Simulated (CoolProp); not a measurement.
Vapour pressure (MPa) of tetrahydrofuran: the reference equation beside estimates from Tc = 540.2 K, pc = 5.304 MPa, ω = 0.234. Clausius-Clapeyron is anchored at 394.6 K with a constant enthalpy of vaporisation of 26.75 kJ/mol.

Model: reference Helmholtz-energy equation of state, Fiedler 2023, in CoolProp.

| T (K) | reference | Lee-Kesler | Clausius-Clapeyron |
|---|---|---|---|
| 367.6 | 0.2352 | 0.2340 | 0.2526 |
| 374.3 | 0.2806 | 0.2801 | 0.2955 |
| 381.1 | 0.3333 | 0.3337 | 0.3445 |
| 387.8 | 0.3922 | 0.3937 | 0.3986 |
| 394.6 | 0.4598 | 0.4627 | 0.4598 |
| 401.3 | 0.5346 | 0.5391 | 0.5269 |
| 408 | 0.6183 | 0.6246 | 0.6010 |
| 414.8 | 0.7128 | 0.7212 | 0.6839 |
| 421.5 | 0.8161 | 0.8268 | 0.7737 |
| 428.3 | 0.9320 | 0.9452 | 0.8733 |
| 435 | 1.058 | 1.074 | 0.9805 |
| 441.7 | 1.196 | 1.214 | 1.097 |
| 448.5 | 1.349 | 1.371 | 1.225 |

Absolute difference from the reference over all 13 rows, mean and median: Lee-Kesler 0.9 and 1.0 %, Clausius-Clapeyron 4.8 and 5.2 %.
